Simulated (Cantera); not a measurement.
Feed: 1 mol AlCl3, 13 mol NH3, 280 mol N2, at 3.00 mbar.

Cantera equilibrium calculation (NASA polynomials, part measured and part estimated; ideal gas, pure solids and liquids). Candidate condensed phases: Al, AlCl3, AlN, NH4Cl; 20 gas species. The numbers say what is thermodynamically allowed, not how fast it happens. All values below are at 1000 K.

Base state: N2 0.932, H2 0.0593, HCl 0.00842, AlCl3 0.000451 (mole fractions); condensed: AlN(s).

**Question.** What changes in the equilibrium state with this change: NH3 from 13 to 89 mol?

**Answer.** 
```csv
species,before,after
N2,0.932,0.706
H2,0.0593,0.288
HCl,0.00842,0.00647
AlCl3,0.000451,2.20e-5
"AlN(s), mol",0.861,0.990
```
